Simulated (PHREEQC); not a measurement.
Consider water at 25 °C with 0.69 mol K2CO3, 0.96 mol KCl and 2.6 mol KBr per kg of water. Closed to the air; pH follows from the charge balance.

Computed with PHREEQC (Pitzer model, pitzer.dat).

Each row changes one thing in this solution. Precipitation was switched off in this run.

```csv
case,pH,ionic strength (mol/kgw),HCO3- (mol/kgw),CO2 (mol/kgw),SI of Sylvite (KCl)
as made,11.78,5.62,0.00519,6.33e-9,-0.69
KCl from 0.96 to 0.48 mol/kgw,11.77,5.14,0.00534,6.85e-9,-1.05
KCl from 0.96 to 0.096 mol/kgw,11.76,4.76,0.00549,7.29e-9,-1.80
KCl from 0.96 to 1.44 mol/kgw,11.79,6.11,0.00507,5.83e-9,___
diluted 5-fold with water,11.34,1.12,0.00306,1.69e-8,-2.07
diluted 2-fold with water,11.53,2.81,0.00407,1.16e-8,___
temperature from 25 to 15 °C,12.00,5.63,0.00384,2.97e-9,-0.61
```

Q: Some entries are withheld; supply them.

A: 
- KCl from 0.96 to 1.44 mol/kgw, SI of Sylvite (KCl): -0.46
- diluted 2-fold with water, SI of Sylvite (KCl): -1.33

Complexes and solids missing from the database can't appear. In brines, pH and single-ion activities rest on the MacInnes convention.
